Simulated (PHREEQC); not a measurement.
Synthetic water in mmol/kgw, 20 °C, pH 2.68, pe 8.2: Na 101; K 0.445; Ca 3.66; Mg 1.28; Cl 26.9; S(6) 42.4; Zn 0.026; N(5) 0.133.

Valence states are taken as typed.

All values are PHREEQC results (ion-association model, phreeqc.dat), not measurements.

Each row changes one thing in this solution. This is a speciation only: nothing precipitates in the calculation.

```json
[
 {"case": "as made", "ionic strength (mol/kgw)": "0.138", "Na+ (mol/kgw)": "0.0959", "SO4-2 (mol/kgw)": "0.0326", "HSO4- (mol/kgw)": "0.00262", "Ca+2 (mol/kgw)": "0.00220", "Mg+2 (mol/kgw)": "0.000701", "SI of Gypsum (CaSO4:2H2O)": "-0.48", "SI of Halite (NaCl)": "-4.40"},
 {"case": "Mg from 1.28 to 0.64 mmol/kgw", "ionic strength (mol/kgw)": "0.138", "Na+ (mol/kgw)": "0.0959", "SO4-2 (mol/kgw)": "0.0328", "HSO4- (mol/kgw)": "…", "Ca+2 (mol/kgw)": "0.00219", "Mg+2 (mol/kgw)": "0.000349", "SI of Gypsum (CaSO4:2H2O)": "-0.48", "SI of Halite (NaCl)": "-4.40"},
 {"case": "temperature from 20 to 15 °C at the same typed pH", "ionic strength (mol/kgw)": "0.139", "Na+ (mol/kgw)": "0.0960", "SO4-2 (mol/kgw)": "0.0330", "HSO4- (mol/kgw)": "…", "Ca+2 (mol/kgw)": "0.00221", "Mg+2 (mol/kgw)": "…", "SI of Gypsum (CaSO4:2H2O)": "-0.47", "SI of Halite (NaCl)": "…"},
 {"case": "all concentrations times 2 at the same typed pH", "ionic strength (mol/kgw)": "0.265", "Na+ (mol/kgw)": "0.187", "SO4-2 (mol/kgw)": "0.0612", "HSO4- (mol/kgw)": "0.00402", "Ca+2 (mol/kgw)": "0.00406", "Mg+2 (mol/kgw)": "0.00126", "SI of Gypsum (CaSO4:2H2O)": "-0.13", "SI of Halite (NaCl)": "-3.85"},
 {"case": "N(5) from 0.133 to 0.399 mmol/kgw", "ionic strength (mol/kgw)": "0.138", "Na+ (mol/kgw)": "0.0959", "SO4-2 (mol/kgw)": "0.0326", "HSO4- (mol/kgw)": "0.00262", "Ca+2 (mol/kgw)": "0.00220", "Mg+2 (mol/kgw)": "0.000701", "SI of Gypsum (CaSO4:2H2O)": "-0.48", "SI of Halite (NaCl)": "-4.40"}
]
```

Question: Complete the blanks.

Answer: 
- Mg from 1.28 to 0.64 mmol/kgw, HSO4- (mol/kgw): 0.00264
- temperature from 20 to 15 °C at the same typed pH, HSO4- (mol/kgw): 0.00240
- temperature from 20 to 15 °C at the same typed pH, Mg+2 (mol/kgw): 0.000736
- temperature from 20 to 15 °C at the same typed pH, SI of Halite (NaCl): -4.39
